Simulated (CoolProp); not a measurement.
Vapour-liquid equilibrium of n-pentane (1) + toluene (2) at 432.2 K; x and y are mole fractions of (1).

The numbers come from the multi-fluid Helmholtz-energy mixture model, Thol 2019 and Lemmon 2006; pair parameters Bell 2016 in CoolProp.

**Question.** Give the bubble pressure and the first vapour's composition at x = 0.125, 0.5, 0.725. Is there an azeotrope?

**Answer.** x = 0.125: 552.8 kPa, y = 0.429; x = 0.5: 1103 kPa, y = 0.789; x = 0.725: 1417 kPa, y = 0.889. No azeotrope shows between x = 0.05 and 0.95.

The pair parameters rest on a limited set of measurements; away from them the model extrapolates. The gap from Raoult's law changes sign with composition, which may be real or a fault of the pair parameters; it wasn't checked against measurements.
